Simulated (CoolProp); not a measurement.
Vapour-liquid equilibrium of R141b (1) + n-pentane (2) at 31.6 kPa; x and y are mole fractions of (1).

Model: multi-fluid Helmholtz-energy mixture model, Lemmon 2006 and Thol 2019; pair parameters Bell 2016, in CoolProp.

| x | bubble temperature, mixture model (K) | bubble temperature, Raoult's law (K) | y, mixture model | y, Raoult's law |
|---|---|---|---|---|
| 0.05 | 277.9 | 278.7 | 0.089 | 0.057 |
| 0.125 | 276.8 | 278.5 | 0.194 | 0.141 |
| 0.2 | 275.9 | 278.2 | 0.278 | 0.223 |
| 0.275 | 275.4 | 278.0 | 0.349 | 0.304 |
| 0.35 | 274.9 | 277.8 | 0.412 | 0.382 |
| 0.425 | 274.6 | 277.5 | 0.470 | 0.459 |
| 0.5 | 274.5 | 277.3 | 0.526 | 0.535 |
| 0.575 | 274.4 | 277.0 | 0.583 | 0.609 |
| 0.65 | 274.4 | 276.8 | 0.642 | 0.681 |
| 0.725 | 274.5 | 276.6 | 0.705 | 0.752 |
| 0.8 | 274.7 | 276.3 | 0.773 | 0.821 |
| 0.875 | 275.0 | 276.1 | 0.850 | 0.889 |
| 0.95 | 275.4 | 275.9 | 0.936 | 0.956 |

The largest gap from Raoult's law is -2.9 K in bubble temperature, at x = 0.425. y crosses x between x = 0.575 and 0.65: the model has an azeotrope there.

Pair parameters are fitted to limited data, so mixtures are less certain than the pure fluids.
